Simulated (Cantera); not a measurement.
A perfectly stirred reactor is fed with 58.8 % CH4, 41.2 % CO2, at 760 Torr; it is held at 2075 K, and followed from long to short residence time.

Cantera simulation using GRI-Mech 3.0 (53 species, 325 reactions); the numbers are that mechanism's predictions, not measurements.

Predict: x(CH4) at τ = 15.0 s; x(CO2) at τ = 15.0 s; x(C2H6) at τ = 15.0 s; x(H2) at τ = 15.0 s; x(CO) at τ = 15.0 s; x(CH4) at τ = 0.190 s; x(CO2) at τ = 0.190 s; x(C2H6) at τ = 0.190 s; x(H2) at τ = 0.190 s; x(CO) at τ = 0.190 s.


```json
{
 "x(CH4) at τ = 15.0 s": "0.00110",
 "x(CO2) at τ = 15.0 s": "5.14e-5",
 "x(C2H6) at τ = 15.0 s": "3.33e-8",
 "x(H2) at τ = 15.0 s": "0.541",
 "x(CO) at τ = 15.0 s": "0.412",
 "x(CH4) at τ = 0.190 s": "0.00602",
 "x(CO2) at τ = 0.190 s": "0.00297",
 "x(C2H6) at τ = 0.190 s": "8.20e-7",
 "x(H2) at τ = 0.190 s": "0.521",
 "x(CO) at τ = 0.190 s": "0.399"
}
```
